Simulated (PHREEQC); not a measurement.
PHREEQC input (ion-association model, wateq4f.dat):

```
SOLUTION_MASTER_SPECIES
  An  An-  0  An  62.0  # stands for a non-complexing anion
SOLUTION_SPECIES
  An- = An-
    -log_k 0
    -gamma 3.0 0
PHASES
  Fix_H+
    H+ = H+
    -log_k 0
SOLUTION 1
  temp 25
  units mmol/kgw
  pH 7 charge
  Cl 0.032
  Ba 0.016
  S(6) 0.00061
  Zn 0.00061
  Na 10
  An 10
END
SELECTED_OUTPUT 1
  -reset false
  -pH true
  -pe true
  -ionic_strength true
  -water true
  -totals Ba Cl Na S Zn S(-2) S(6)
  -molalities Hfo_wOH Hfo_wOH2+ Hfo_wO- Hfo_sOH Hfo_sOH2+ Hfo_sO- Hfo_sOHBa+2 Hfo_wOBa+ Hfo_sOZn+ Hfo_wOZn+
    Hfo_wSO4- Hfo_wOHSO4-2
  -saturation_indices Barite Zn(OH)2-e Zn4(OH)6SO4 Zn5(OH)8Cl2 Halite Mirabilite Goslarite
USER_PUNCH 1
  -headings sigma psi
  10 PUNCH EDL("sigma", "Hfo"), EDL("psi", "Hfo")
PRINT
  -reset false
USE solution 1
SURFACE 1
  Hfo_wOH 2.92135e-05 600 0.013
  Hfo_sOH 7.30337e-07
EQUILIBRIUM_PHASES 1
  Fix_H+ -4 HAn 10
    -force_equality true
  O2(g) -0.68 10
END
# ... the last block is repeated for the other 12 points of pH, with NaOH or the acid as the point needs
```

Selected output (columns that matter, 11 of 13 rows; pH added in front):

```
pH	mu	Ba	Na	S	Zn	si_Barite	si_Zn(OH)2-e	si_Zn4(OH)6SO4	si_Zn5(OH)8Cl2	si_Halite	si_Mirabilite	si_Goslarite	sigma	psi
4	0.010168	1.6e-05	0.01	5.1298e-09	6.0999e-07	-3.4875	-9.8866	-38.432	-47.514	-8.1674	-11.462	-12.913	0.20747	0.18284
4.67	0.010079	1.6e-05	0.01	2.293e-08	6.0985e-07	-2.8335	-8.5461	-33.756	-42.151	-8.1671	-10.809	-12.259	0.13681	0.16172
5.33	0.010058	1.6e-05	0.01	1.2269e-07	6.0789e-07	-2.1043	-7.2274	-29.073	-36.878	-8.167	-10.079	-11.531	0.08414	0.13695
6.67	0.010051	1.5997e-05	0.01	5.8508e-07	3.804e-07	-1.4258	-4.7526	-21.175	-27.184	-8.167	-9.4009	-11.058	0.02565	0.078187
7.33	0.01005	1.5981e-05	0.01	6.0811e-07	9.6956e-08	-1.4094	-4.0338	-19.602	-24.91	-8.167	-9.3841	-11.642	0.011566	0.044682
8	0.010051	1.5863e-05	0.010002	6.0988e-07	1.3174e-08	-1.4114	-3.6184	-19.28	-24.173	-8.1669	-9.3826	-12.566	0.0021069	0.0091558
8.67	0.010055	1.5554e-05	0.010008	6.0999e-07	5.5227e-09	-1.4199	-3.0995	-18.544	-22.919	-8.1667	-9.3821	-13.387	-0.0061103	-0.025614
9.33	0.010073	1.5054e-05	0.010028	6.1e-07	7.4637e-09	-1.4344	-2.7589	-18.502	-22.536	-8.1658	-9.3805	-14.366	-0.016508	-0.058531
10.67	0.010565	8.4416e-06	0.010541	6.1e-07	8.3037e-08	-1.6933	-1.7473	-17.139	-20.159	-8.1461	-9.3428	-16.038	-0.038815	-0.096879
11.33	0.012444	5.4035e-06	0.012429	6.1e-07	4.1334e-07	-1.9165	-1.2367	-16.431	-18.933	-8.0813	-9.2213	-16.863	-0.049243	-0.10459
12	0.021638	4.6679e-06	0.021626	6.1e-07	6.0305e-07	-2.0954	-1.5622	-19.132	-21.928	-7.867	-8.8253	-18.587	-0.068742	-0.10742
```
